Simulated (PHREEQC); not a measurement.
Metal-bearing waste water: speciation

Solution (25 °C): 0.08 mol/kgw FeCl3 and 0.00075 mol/kgw H2SO4. It is in equilibrium with CO2 at log p = -2 (atm). Otherwise closed; pH follows from the charge balance.

Equilibrium calculation in PHREEQC: ion-association model, wateq4f.dat.

This is a speciation only: nothing precipitates in the calculation.

Q: What pH, ionic strength does the model give?

A: pH 1.87; ionic strength 0.329 mol/kgw.

Q: In which forms is Fe present?

A: FeCl+2 44 %, Fe+3 27 %, Fe2(OH)2+4 12 %, FeCl2+ 8.7 %, FeOH+2 5.5 %, Fe3(OH)4+5 1.7 % of the Fe.

The solution is supersaturated, for example in Hematite (slow to form), Goethite (slow to form), so a real one may precipitate; this is no full list.
